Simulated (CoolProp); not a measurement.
Vapour-liquid equilibrium of isobutene (1) + n-butane (2) at 219 K; x and y are mole fractions of (1).

Values from CoolProp's multi-fluid Helmholtz-energy mixture model, Lemmon 2005 and Bücker 2006; pair parameters Bell 2016.

Task: Give the bubble pressure and the first vapour's composition at x = 0.45, 0.65, 0.85. Is there an azeotrope?

Result: x = 0.45: 0.008708 MPa, y = 0.527; x = 0.65: 0.009209 MPa, y = 0.711; x = 0.85: 0.009676 MPa, y = 0.880. No azeotrope shows between x = 0.05 and 0.95.

The pair parameters rest on a limited set of measurements; away from them the model extrapolates.
